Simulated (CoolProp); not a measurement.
Vapour-liquid equilibrium of R125 (1) + R245fa (2) at 0.319 bar; x and y are mole fractions of (1).

Computed with CoolProp (multi-fluid Helmholtz-energy mixture model, Lemmon 2005 and Akasaka 2015; pair parameters Bell 2016).

| x | bubble temperature (K) | y at the bubble point | dew temperature at overall composition x (K) | liquid density (mol/L) |
|---|---|---|---|---|
| 0.05 | 249.2 | 0.527 | 261.5 | 10.98 |
| 0.125 | 236.8 | 0.791 | 259.9 | 11.30 |
| 0.2 | 229.3 | 0.883 | 258.3 | 11.54 |
| 0.275 | 224.1 | 0.926 | 256.5 | 11.75 |
| 0.35 | 220.3 | 0.950 | 254.6 | 11.93 |
| 0.425 | 217.2 | 0.964 | 252.4 | 12.10 |
| 0.5 | 214.7 | 0.974 | 250.1 | 12.26 |
| 0.575 | 212.6 | 0.981 | 247.4 | 12.41 |
| 0.65 | 210.7 | 0.986 | 244.4 | 12.56 |
| 0.725 | 209.1 | 0.990 | 240.8 | 12.71 |
| 0.8 | 207.6 | 0.994 | 236.2 | 12.86 |
| 0.875 | 206.2 | 0.996 | 230.1 | 13.00 |
| 0.95 | 204.9 | 0.999 | 220.2 | 13.13 |

No azeotrope shows between x = 0.05 and 0.95.

Pair parameters are fitted to limited data, so mixtures are less certain than the pure fluids.
